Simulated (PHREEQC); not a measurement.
Make-up at 20 °C: 0.02 mol/kgw HNO3 and 0.052 mol/kgw NiCl2. Closed to the air; pH follows from the charge balance.

The numbers come from PHREEQC with the ion-association model, wateq4f.dat.

```tsv
quantity	before	after
pH	1.79	1.79
ionic strength (mol/kgw)	0.166	0.167
NiCl+ (mol/kgw)	0.00372	0.00369
NiCl2 (mol/kgw)	0.000707	0.000698
NiOH+ (mol/kgw)	1.23e-10	1.75e-10
SI of Ni(OH)2 (Ni(OH)2)	-8.64	-9.03
```

Q: Which change was made?
(A) NiCl2 from 0.052 to 0.0104 mol/kgw
(B) temperature from 20 to 25 °C
(C) HNO3 left out
(D) diluted 100-fold with water
(E) diluted 10-fold with water

A: B, temperature from 20 to 25 °C

Precipitation was switched off in this run.
